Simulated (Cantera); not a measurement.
Input: 1 mol Si, 3.9 mol NF3, held at 0.280 bar.

Cantera equilibrium calculation (NASA polynomials, part measured and part estimated; ideal gas, pure solids and liquids). Candidate condensed phases: Si, Si3N4; 16 gas species. Kinetics and transport are ignored. All values below are at 1525 K.

Base state: F 0.704, N2 0.186, SiF4 0.0953, F2 0.0150 (mole fractions); condensed: gas only.

Question: What changes in the equilibrium state with this change: pressure from 0.280 bar to 0.0133 bar?

Answer: 
```tsv
species	before	after
F	0.704	0.722
N2	0.186	0.183
SiF4	0.0953	0.0940
F2	0.0150	0.000751
```
